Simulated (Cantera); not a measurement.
## Equilibrium for silicon epitaxy and polysilicon growth: Si2Cl6 + Cl2 + N2

A closed system holds: 1 mol Si2Cl6, 0.014 mol Cl2, a varied amount of N2, equilibrated at 1398 K and 1.00 bar.

Method: chemical equilibrium by Gibbs-energy minimisation in Cantera with the NASA 1993 tables (ideal gas, pure condensed phases). Candidate condensed phases: Si, Si3N4; 13 gas species. The feed counts by its element totals alone. N2 is the only nitrogen source here; it is nearly inert below about 1500 K, so the nitride shown seldom forms there in practice. The tables' values for SiCl3 are old estimates; treat these amounts as uncertain. Equilibrium is a limit: real reactors are often held back by kinetics, nucleation or transport.

From 21 mol N2 to 290 mol N2 the condensed part is Si3N4(s). The main Si-bearing gas is SiCl4 throughout. The share of Si in condensed phases is highest at 21 mol N2 (23.3 %) and lowest at 290 mol N2 (21.5 %).

```tsv
n(N2) (mol)	x N2	x SiCl4	x SiCl3	x SiCl2	x Cl	x Cl2	n Si3N4(s)
21	0.931	0.0649	0.00339	0.000757	3.46e-6	1.53e-8	0.155
26	0.944	0.0528	0.00290	0.000680	3.29e-6	1.39e-8	0.155
32	0.954	0.0432	0.00249	0.000612	3.14e-6	1.26e-8	0.154
40	0.963	0.0347	0.00211	0.000547	2.98e-6	1.13e-8	0.153
50	0.970	0.0278	0.00178	0.000489	2.82e-6	1.01e-8	0.153
62	0.976	0.0225	0.00152	0.000438	2.67e-6	9.13e-9	0.152
78	0.980	0.0179	0.00128	0.000390	2.53e-6	8.16e-9	0.151
97	0.984	0.0144	0.00108	0.000349	2.39e-6	7.32e-9	0.150
120	0.987	0.0116	0.000922	0.000313	2.27e-6	6.58e-9	0.149
150	0.990	0.00924	0.000778	0.000280	2.15e-6	5.88e-9	0.148
190	0.992	0.00727	0.000649	0.000248	2.02e-6	5.22e-9	0.146
230	0.993	0.00598	0.000561	0.000225	1.93e-6	4.74e-9	0.145
290	0.995	0.00472	0.000470	0.000200	1.82e-6	4.21e-9	0.143
```
x: gas mole fraction; n: condensed amount in mol.
